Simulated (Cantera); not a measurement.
# Equilibrium for abatement and gas-phase synthesis: H₂S + SO₂ + N₂

A closed system holds: 1 mol H₂S, 0.0045 mol SO₂, 1 mol N₂, equilibrated at 1877 °C and 1.00 bar.

Cantera equilibrium calculation (NASA polynomials, part measured and part estimated; ideal gas, pure solids and liquids). Candidate condensed phases: H₂O, H₂SO₄, S; 35 gas species. Rates play no part.

```yaml
x(N₂): 0.410
x(H₂): 0.338
x(S₂): 0.165
x(H₂S): 0.0554
x(SH): 0.0230
x(H₂O): 0.00348
x(S): 0.00322
x(H): 0.00245
x(SO): 0.000173
gas_amount: 2.442 mol
log10 activity of S(l) (absent): -2.04
```
